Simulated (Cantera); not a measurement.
Input (Python, Cantera) and output of one run.

```python
import numpy as np
import cantera as ct

gas_names = [...]  # 116 gases of nasa_gas.yaml made of C, H, Mg, O
cond_names = """
    C(gr) C6H6(L) C7H8(L) C8H18(L),n-octa H2O(s) H2O(L) Mg(cr) Mg(L) MgCO3(s) MgO(s) MgO(L) MgO2H2(s)
""".split()


# ... load() reads the species with a 1 bar reference pressure and builds the phases ...
atoms = {
    'Mg(OH)2': {'Mg': 1, 'O': 2, 'H': 2},
    'C': {'C': 1},
    'O2': {'O': 2},
}
top_T = {'C(gr)': 4500}  # K; cautious upper limits of use, not melting points


# ... equilibrate(T, P, feed) seeds the gas with the atoms and calls Mixture.equilibrate('TP', solver="vcs", rtol=1e-11, max_steps=5000) ...
results = []
feed = {'Mg(OH)2': 1, 'C': 0.044, 'O2': 0.045}  # mol
T = 1775  # K
for P in [10, 36, 130, 460, 1700, 6000, 22000, 77000, 280000, 1000000]:
    mix = equilibrate(T, P, feed)
    results.append((T, P, feed, dict(zip(mix.species_names, mix.species_moles))))

top = {s: max(r[3][s] / sum(r[3][g] for g in gas_names) for r in results) for s in gas_names}
cols = sorted((s for s in top if top[s] > 1e-06), key=lambda s: -top[s])[:8]
seen = [c for c in cond_names if any(r[3].get(c, 0) > 1e-12 for r in results)]
print("log10 of partial pressures in bar; condensed amounts in mol")
print(f"{'P/Pa':>10s}" + "".join(f"{s[:9]:>10s}" for s in cols + seen))
for T, P, feed, n in results:
    ng = sum(n[g] for g in gas_names)
    print(f"{P:10.4g}" + "".join(f"{np.log10(max(n[s] / ng * P / 1e5, 1e-99)):10.3f}" for s in cols)
          + "".join(f"{n.get(c, 0):10.4g}" for c in seen))
```

Output:

```
log10 of partial pressures in bar; condensed amounts in mol
      P/Pa       H2O       CO2        H2        O2        OH         H        CO         O    MgO(s)
        10    -4.047    -5.437    -5.526    -5.784    -6.028    -6.302    -6.345    -6.911    0.9998
        36    -3.480    -4.859    -5.151    -5.402    -5.649    -6.114    -5.959    -6.720         1
       130    -2.916    -4.287    -4.780    -5.015    -5.270    -5.928    -5.580    -6.527         1
       460    -2.363    -3.729    -4.420    -4.629    -4.898    -5.748    -5.215    -6.334         1
      1700    -1.793    -3.156    -4.054    -4.221    -4.510    -5.565    -4.846    -6.129         1
      6000    -1.244    -2.604    -3.708    -3.815    -4.134    -5.392    -4.497    -5.926         1
   2.2e+04    -0.678    -2.037    -3.361    -3.378    -3.742    -5.219    -4.149    -5.708         1
   7.7e+04    -0.134    -1.492    -3.037    -2.935    -3.359    -5.057    -3.825    -5.487         1
   2.8e+05     0.427    -0.930    -2.717    -2.454    -2.958    -4.897    -3.504    -5.246         1
     1e+06     0.981    -0.376    -2.414    -1.954    -2.557    -4.745    -3.200    -4.996         1
```

Cantera equilibrium calculation (NASA polynomials, part measured and part estimated; ideal gas, pure solids and liquids).
